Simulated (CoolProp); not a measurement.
Vapour-liquid equilibrium of carbon monoxide (1) + methane (2) at -166.05 °C; x and y are mole fractions of (1).

The numbers come from the multi-fluid Helmholtz-energy mixture model, Lemmon 2006 and Setzmann 1991; pair parameters Kunz 2012 in CoolProp.

| x | bubble pressure (bar) | y at the bubble point | dew pressure at overall composition x (bar) | liquid density (mol/L) |
|---|---|---|---|---|
| 0.05 | 1.152 | 0.425 | 0.7182 | 26.68 |
| 0.15 | 2.132 | 0.712 | 0.7984 | 26.55 |
| 0.25 | 3.112 | 0.819 | 0.8986 | 26.39 |
| 0.35 | 4.040 | 0.873 | 1.027 | 26.19 |
| 0.45 | 4.884 | 0.905 | 1.199 | 25.96 |
| 0.55 | 5.642 | 0.927 | 1.440 | 25.69 |
| 0.65 | 6.334 | 0.944 | 1.801 | 25.36 |
| 0.75 | 6.997 | 0.959 | 2.402 | 24.98 |
| 0.85 | 7.683 | 0.973 | 3.591 | 24.54 |
| 0.95 | 8.452 | 0.990 | 6.599 | 24.03 |

No azeotrope shows between x = 0.05 and 0.95.

Pair parameters are fitted to limited data, so mixtures are less certain than the pure fluids.
